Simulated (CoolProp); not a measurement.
Vapour-liquid equilibrium of ethylbenzene (1) + m-xylene (2) at 0.358 MPa; x and y are mole fractions of (1).

Values from CoolProp's multi-fluid Helmholtz-energy mixture model, Zhou 2012 and Zhou 2012; pair parameters Bell 2016.

```csv
x,"bubble temperature, mixture model (K)","bubble temperature, Raoult's law (K)","y, mixture model","y, Raoult's law"
0.05,466.3,466.3,0.053,0.053
0.125,466.0,466.1,0.131,0.131
0.2,465.8,465.9,0.209,0.209
0.275,465.5,465.6,0.286,0.286
0.35,465.3,465.4,0.362,0.363
0.425,465.1,465.2,0.438,0.439
0.5,464.8,465.0,0.513,0.514
0.575,464.6,464.8,0.587,0.589
0.65,464.4,464.6,0.661,0.663
0.725,464.2,464.4,0.734,0.736
0.8,464.1,464.2,0.807,0.809
0.875,463.9,464.0,0.879,0.881
0.95,463.7,463.8,0.952,0.953
```

The largest gap from Raoult's law is -0.2 K in bubble temperature, at x = 0.5. No azeotrope shows between x = 0.05 and 0.95.

The pair parameters rest on a limited set of measurements; away from them the model extrapolates.
